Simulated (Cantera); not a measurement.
Feed: 1 mol CuO, 3 mol F2, 0.26 mol H2, held at 26.3 Torr.

Cantera equilibrium calculation (NASA polynomials, part measured and part estimated; ideal gas, pure solids and liquids). Candidate condensed phases: Cu, CuF2, CuO, Cu(OH)2, Cu2O, H2O; 27 gas species. Equilibrium is a limit: real reactors are often held back by kinetics, nucleation or transport.

x: gas mole fraction; n: condensed amount in mol.

```json
[
 {"T (°C)": "475", "x F": "0.0149", "x F2": "0.618", "x HF": "0.187", "x CuF2": "1.02e-8", "x O2": "0.180", "n CuF2(s)": "1.00", "n CuF2(l)": "0"},
 {"T (°C)": "625", "x F": "0.124", "x F2": "0.529", "x HF": "0.177", "x CuF2": "1.06e-5", "x O2": "0.170", "n CuF2(s)": "1.000", "n CuF2(l)": "0"},
 {"T (°C)": "775", "x F": "?", "x F2": "?", "x HF": "?", "x CuF2": "?", "x O2": "?", "n CuF2(s)": "0.995", "n CuF2(l)": "0"},
 {"T (°C)": "925", "x F": "0.673", "x F2": "0.0617", "x HF": "0.119", "x CuF2": "0.0313", "x O2": "0.114", "n CuF2(s)": "0", "n CuF2(l)": "0.863"},
 {"T (°C)": "1075", "x F": "0.621", "x F2": "?", "x HF": "0.0953", "x CuF2": "0.183", "x O2": "0.0916", "n CuF2(s)": "0", "n CuF2(l)": "0"},
 {"T (°C)": "1225", "x F": "0.630", "x F2": "0.00190", "x HF": "0.0947", "x CuF2": "0.182", "x O2": "0.0911", "n CuF2(s)": "0", "n CuF2(l)": "0"},
 {"T (°C)": "1375", "x F": "0.632", "x F2": "0.000564", "x HF": "0.0945", "x CuF2": "0.181", "x O2": "0.0909", "n CuF2(s)": "0", "n CuF2(l)": "0"},
 {"T (°C)": "1525", "x F": "0.634", "x F2": "0.000204", "x HF": "0.0942", "x CuF2": "0.177", "x O2": "0.0905", "n CuF2(s)": "0", "n CuF2(l)": "0"}
]
```

**Question.** Fill in the missing entries.

**Answer.** 
- 775, x F: 0.434
- 775, x F2: 0.276
- 775, x HF: 0.147
- 775, x CuF2: 0.00137
- 775, x O2: 0.142
- 1075, x F2: 0.00821
